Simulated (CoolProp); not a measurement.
Dodecamethylpentasiloxane (MD3M) along the isotherm 620 K: density (kg/m³) from the reference equation and from simpler models built on Tc = 628.0 K, pc = 9.540 bar, ω = 0.730; each cubic takes its own stable root.

The numbers come from the reference Helmholtz-energy equation of state, Thol 2019 in CoolProp.

```
p (bar)   phase  reference
-------  ------  ---------
2.65        gas      22.37
5.3         gas      53.30
7.95        gas      113.3
10.6     liquid      444.1
13.2     liquid      466.3
15.9     liquid      481.4
18.5     liquid      492.6
21.2     liquid      502.0
23.8     liquid      509.8
```

How far does each simpler model (van der Waals, Redlich-Kwong, Soave-Redlich-Kwong, Peng-Robinson) lie from the reference over these 9 states: mean and median of the absolute difference, and the worst?


- van der Waals: mean 25.4 %, median 32.2 %, worst -37.8 % at 620 K and 10.6 bar
- Redlich-Kwong: mean 13.7 %, median 15.3 %, worst -24.0 % at 620 K and 10.6 bar
- Soave-Redlich-Kwong: mean 12.0 %, median 14.0 %, worst -20.6 % at 620 K and 10.6 bar
- Peng-Robinson: mean 4.7 %, median 4.1 %, worst -11.7 % at 620 K and 10.6 bar
